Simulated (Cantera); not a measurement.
Charge: 1 mol SiCl4, 0.2 mol NO, 120 mol N2, at 775 K and 0.0100 bar.

Method: chemical equilibrium by Gibbs-energy minimisation in Cantera with the NASA 1993 tables (ideal gas, pure condensed phases). Candidate condensed phases: Si, SiO2, Si2N2O, Si3N4; 23 gas species. Equilibrium is a limit: real reactors are often held back by kinetics, nucleation or transport.

Base state: N2 0.991, SiCl4 0.00743, Cl2 0.00165 (mole fractions); condensed: SiO2(α-quartz).

Q: What changes in the equilibrium state with this change: NO from 0.2 to 6.1 mol?

A: 
```json
[
 {"species": "N2", "before": "0.991", "after": "0.968"},
 {"species": "O2", "before": "<1e-9", "after": "0.0161"},
 {"species": "Cl2", "before": "0.00165", "after": "0.0157"},
 {"species": "SiCl4", "before": "0.00743", "after": "<1e-9"},
 {"species": "SiO2(α-quartz), mol", "before": "0.100", "after": "1.00"}
]
```

Q: What changes in the equilibrium state with this change: SiCl4 replaced by HMDSO?

A: 
```json
[
 {"species": "N2", "before": "0.991", "after": "0.930"},
 {"species": "H2", "before": "0", "after": "0.0700"},
 {"species": "CH4", "before": "0", "after": "0.000100"},
 {"species": "SiCl4", "before": "0.00743", "after": "0"},
 {"species": "Cl2", "before": "0.00165", "after": "0"},
 {"species": "CO", "before": "0", "after": "1.55e-5"},
 {"species": "SiO2(α-quartz), mol", "before": "0.100", "after": "0.132"},
 {"species": "C(graphite), mol", "before": "0", "after": "5.99"},
 {"species": "Si2N2O(s), mol", "before": "0", "after": "0.934"}
]
```
The feed counts by its element totals alone. Further candidate phases: C, C6H6, C7H8, C8H18, H2O, SiC.
